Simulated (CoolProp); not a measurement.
Vapour-liquid equilibrium of methane (1) + ethane (2) at -96.55 °C; x and y are mole fractions of (1).

The numbers come from the multi-fluid Helmholtz-energy mixture model, Setzmann 1991 and Bücker 2006; pair parameters Kunz 2012 in CoolProp.

```tsv
x	bubble pressure, mixture model (MPa)	bubble pressure, Raoult's law (MPa)	y, mixture model	y, Raoult's law
0.05	0.2140	0.2079	0.699	0.705
0.15	0.5020	0.4947	0.873	0.889
0.25	0.7772	0.7815	0.920	0.938
0.35	1.042	1.068	0.942	0.961
0.45	1.299	1.355	0.955	0.974
0.55	1.553	1.642	0.965	0.982
0.65	1.809	1.929	0.972	0.988
0.75	2.075	2.215	0.979	0.993
0.85	2.365	2.502	0.985	0.996
0.95	2.712	2.789	0.994	0.999
```

The largest gap from Raoult's law is -6.3 % in bubble pressure, at x = 0.75. No azeotrope shows between x = 0.05 and 0.95.

Pair parameters are fitted to limited data, so mixtures are less certain than the pure fluids. The gap from Raoult's law changes sign with composition, which may be real or a fault of the pair parameters; it wasn't checked against measurements.
